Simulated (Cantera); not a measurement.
**Transport properties of process gases**

Gas mixture: 47.3 % N2O, 52.7 % NO, at 10.00 Torr, frozen composition.

Cantera's kinetic-theory transport with the Lennard-Jones parameters of GRI-Mech 3.0, ideal gas; thermal conductivity in the mixture-averaged form. The composition is frozen, though it would react at the higher temperatures.

| T (K) | ρ (kg/m³) | cp (J/kg/K) | μ (µPa s) | λ (mW/m/K) | Pr | D (cm²/s) O | D (cm²/s) NH3 | D (cm²/s) CH4 |
|---|---|---|---|---|---|---|---|---|
| 400 | 0.0147 | 982.5 | 21.1 | 28.9 | 0.718 | 35.7 | 24.7 | 24.9 |
| 650 | 0.00904 | 1095 | 30.6 | 46.4 | 0.724 | 82.3 | 61.2 | 58.2 |
| 900 | 0.00653 | 1178 | 38.6 | 62.3 | 0.729 | 142 | 110 | 101 |
| 1150 | 0.00511 | 1228 | 45.6 | 76.9 | 0.729 | 215 | 168 | 153 |
| 1400 | 0.00420 | 1264 | 52.0 | 90.4 | 0.728 | 298 | 236 | 213 |
| 1650 | 0.00356 | 1292 | 58.0 | 103 | 0.728 | 391 | 311 | 280 |
D: mixture-averaged diffusion coefficient of that species in the mixture.
